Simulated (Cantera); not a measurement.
# Transport properties of process gases

Gas mixture: NO = 0.057 (molar parts), at 1.01 bar, frozen composition.

Cantera's kinetic-theory transport with the Lennard-Jones parameters of GRI-Mech 3.0, ideal gas; thermal conductivity in the mixture-averaged form. The composition is frozen, though it would react at the higher temperatures.

```tsv
T (K)	ρ (kg/m³)	cp (J/kg/K)	μ (µPa s)	λ (mW/m/K)	Pr	D (cm²/s) OH	D (cm²/s) O	D (cm²/s) N2
400	0.914	998.6	23.1	32.4	0.712	0.517	0.527	0.339
500	0.731	1016	27.0	38.8	0.708	0.756	0.771	0.497
600	0.609	1041	30.6	45.1	0.706	1.03	1.05	0.677
700	0.522	1067	34.0	51.3	0.707	1.33	1.36	0.877
800	0.457	1092	37.1	57.3	0.708	1.67	1.70	1.10
900	0.406	1114	40.1	63.0	0.708	2.03	2.07	1.34
1000	0.366	1133	42.9	68.6	0.709	2.42	2.47	1.59
1100	0.332	1147	45.7	74.1	0.707	2.83	2.89	1.87
1200	0.305	1159	48.4	79.3	0.707	3.27	3.34	2.16
```
D: mixture-averaged diffusion coefficient of that species in the mixture.
